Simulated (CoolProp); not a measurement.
A simple Rankine cycle with R114: condensing at 305.15 K, boiler at 0.791 MPa, turbine inlet 348 K, turbine efficiency 0.75, pump efficiency 0.8, no recuperator. Each further row changes one setting.

Model: reference Helmholtz-energy equation of state, Platzer 1990, in CoolProp. This equation is an older, rougher fit; its heat capacities, sound speeds and derivatives of the liquid may be far off and weren't checked against measurements.

```tsv
case	thermal efficiency (%)	net work (kJ/kg)	heat in (kJ/kg)	turbine exit temperature (K)	volume ratio over the turbine
as stated	7.5	11.2	150	323.3	3.12
turbine inlet 368 K	7.3	12.2	166	344.0	3.05
condensing temperature 297.15 K	8.8	13.9	158	318.5	4.01
boiler pressure 0.554 MPa	5.2	7.98	153	332.5	2.11
turbine efficiency 0.65	6.4	9.64	150	325.4	3.15
```
